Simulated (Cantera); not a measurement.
Charge: 1 mol BN, 0.26 mol O₂, 3.9 mol N₂.

These are equilibrium values from Cantera (NASA tables, ideal gas, pure condensed phases), not measurements of a reactor. Candidate condensed phases: B, BN, B₂O₃; 17 gas species. Mutual solubility and eutectic melting of coexisting phases are not modelled. Equilibrium is a limit: real reactors are often held back by kinetics, nucleation or transport.

**Question.** What condenses at these points (T in °C, P in Pa): (1550, 100000); (950, 10); (1150, 10000); (1450, 32); (1750, 3.2); (1450, 3.2)?

**Answer.** 
| T (°C) | P in Pa | condensed phases | B condensed (%) |
|---|---|---|---|
| 1550 | 100000 | BN + B₂O₃ | 95.9 |
| 950 | 10 | BN + B₂O₃ | 99.8 |
| 1150 | 10000 | BN + B₂O₃ | 100.0 |
| 1450 | 32 | BN | 52.5 |
| 1750 | 3.2 | B | 44.2 |
| 1450 | 3.2 | BN | 48.3 |
